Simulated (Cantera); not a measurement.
A Cantera script and what it prints.

```python
import numpy as np
import cantera as ct

gas_names = """
    H HNO HNO2 HNO3 HO2 H2 H2O H2O2 N NH NH2 NH3 NH2OH NO NO2 NO3 N2 N2H2 N2H4 N2O O OH O2 O3 Si SiH
    SiH2 SiH3 SiH4 SiN SiO SiO2 Si2 Si2N Si3
""".split()
cond_names = """
    H2O(s) H2O(L) Si(cr) Si(L) SiO2(Lqz) SiO2(hqz) SiO2(L) Si2N2O(s) Si3N4(a)
""".split()


# ... load() reads the species with a 1 bar reference pressure and builds the phases ...
atoms = {
    'Si': {'Si': 1},
    'H2O': {'H': 2, 'O': 1},
    'N2': {'N': 2},
}
top_T = {'Si2N2O(s)': 2100, 'Si3N4(a)': 2400}  # K; cautious upper limits of use, not melting points


# ... equilibrate(T, P, feed) seeds the gas with the atoms and calls Mixture.equilibrate('TP', solver="vcs", rtol=1e-11, max_steps=5000) ...
results = []
feed = {'Si': 1, 'H2O': 0.13, 'N2': 41}  # mol
P = 29  # Pa
for T in [1075, 1175, 1275, 1375, 1475, 1575, 1675, 1775]:
    mix = equilibrate(T, P, feed)
    results.append((T, P, feed, dict(zip(mix.species_names, mix.species_moles))))
    x = sorted(zip(gas.X, gas.species_names), reverse=True)
    print(f"T = {T:g} K  P = {P:g} Pa  gas = {mix.phase_moles(0):.4g} mol")
    print("   x: " + "  ".join(f"{s} {v:.3e}" for v, s in x if v > 0.001))
    print("   condensed (mol): " + ("  ".join(f"{mix.phase(i).name} {mix.phase_moles(i):.4g}"
          for i in range(1, mix.n_phases) if mix.phase_moles(i) > 1e-12) or "none"))
```

Result:

```
T = 1075 K  P = 29 Pa  gas = 40.51 mol
   x: N2 9.968e-01  H2 3.209e-03
   condensed (mol): Si2N2O(s) 0.13  Si3N4(a) 0.2467
T = 1175 K  P = 29 Pa  gas = 40.51 mol
   x: N2 9.968e-01  H2 3.209e-03
   condensed (mol): Si2N2O(s) 0.13  Si3N4(a) 0.2467
T = 1275 K  P = 29 Pa  gas = 40.51 mol
   x: N2 9.968e-01  H2 3.208e-03
   condensed (mol): Si2N2O(s) 0.13  Si3N4(a) 0.2467
T = 1375 K  P = 29 Pa  gas = 40.51 mol
   x: N2 9.968e-01  H2 3.204e-03
   condensed (mol): Si2N2O(s) 0.129  Si3N4(a) 0.247
T = 1475 K  P = 29 Pa  gas = 40.55 mol
   x: N2 9.960e-01  H2 3.185e-03
   condensed (mol): Si2N2O(s) 0.09978  Si3N4(a) 0.2567
T = 1575 K  P = 29 Pa  gas = 40.69 mol
   x: N2 9.934e-01  SiO 3.195e-03  H2 3.126e-03
   condensed (mol): Si3N4(a) 0.2878
T = 1675 K  P = 29 Pa  gas = 41.33 mol
   x: N2 9.920e-01  SiO 3.145e-03  H2 2.959e-03  Si 1.496e-03
   condensed (mol): Si(cr) 0.8042
T = 1775 K  P = 29 Pa  gas = 41.6 mol
   x: N2 9.855e-01  Si 7.569e-03  SiO 3.125e-03  H2 2.681e-03
   condensed (mol): Si(L) 0.539
```

These are equilibrium values from Cantera (NASA tables, ideal gas, pure condensed phases), not measurements of a reactor. N2 is the only nitrogen source here; it is nearly inert below about 1500 K, so the nitride shown seldom forms there in practice. Mutual solubility and eutectic melting of coexisting phases are not modelled. The tables' values for SiN are old estimates; treat these amounts as uncertain.
